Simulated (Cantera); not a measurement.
A Cantera script and its output.

```python
import numpy as np
import cantera as ct

gas = ct.Solution("gri30.yaml")


def delay(T, t_max=10):
    gas.TPX = T, 410000, {'C3H8': 1, 'O2': 3.12, 'N2': 11.8}
    reactor = ct.IdealGasReactor(gas, clone=False)
    net = ct.ReactorNet([reactor])
    net.rtol, net.atol = 1e-8, 1e-16
    while net.time < t_max:
        t_old, T_old = net.time, reactor.T
        net.step()
        if reactor.T > T + 400:  # ignition: a rise of 400 K
            return t_old + (T + 400 - T_old) / (reactor.T - T_old) * (net.time - t_old)
    return np.nan


taus = []
for T in [1175, 1250, 1325, 1400, 1475]:
    taus.append(delay(T))
    print(f"T0 = {T:6g} K   tau = {taus[-1]:.4e} s")

# d ln(tau) / d ln(k), from doubling and halving each rate constant
T, sens = 1475, []
for i in range(gas.n_reactions):
    gas.set_multiplier(2.0, i)
    up = delay(T)
    gas.set_multiplier(0.5, i)
    down = delay(T)
    gas.set_multiplier(1.0, i)
    sens.append((np.log(up / down) / np.log(4.0), gas.reaction(i).equation))
sens.sort(key=lambda x: -abs(x[0]))
print(f"sensitivities at {T} K")
for s, eq in sens[:10]:
    print(f"{s:8.3f}  {eq}")
```

Result:

```
T0 =   1175 K   tau = 4.8059e-03 s
T0 =   1250 K   tau = 1.1241e-03 s
T0 =   1325 K   tau = 3.0905e-04 s
T0 =   1400 K   tau = 1.0236e-04 s
T0 =   1475 K   tau = 4.0676e-05 s
sensitivities at 1475 K
  -0.541  C2H5 + CH3 (+M) <=> C3H8 (+M)
  -0.264  CH3 + HO2 <=> CH3O + OH
   0.237  C3H8 + H <=> C3H7 + H2
  -0.219  H + O2 <=> O + OH
  -0.214  C2H5 + O2 <=> C2H4 + HO2
   0.213  2 CH3 (+M) <=> C2H6 (+M)
  -0.179  CH3O + O2 <=> CH2O + HO2
   0.177  C3H8 + OH <=> C3H7 + H2O
   0.171  CH2O + H (+M) <=> CH3O (+M)
   0.132  C2H4 + H (+M) <=> C2H5 (+M)
```

Computed with Cantera and GRI-Mech 3.0 (53 species, 325 reactions). GRI-Mech 3.0 was tuned for natural gas; its chemistry of propane as a main component is partial and can be far from experiment.
